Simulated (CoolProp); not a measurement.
The numbers come from the reference Helmholtz-energy equation of state, Thol 2014 in CoolProp.

**Question.** Give the vapour pressure (bar), liquid density (kg/m³), vapour density (kg/m³), enthalpy of vaporisation (kJ/kg) of saturated diethyl ether at 297 K.

**Answer.** 
| T (K) | p (bar) | liquid density (kg/m³) | vapour density (kg/m³) | enthalpy of vaporisation (kJ/kg) |
|---|---|---|---|---|
| 297 | 0.684 | 709 | 2.13 | 367 |
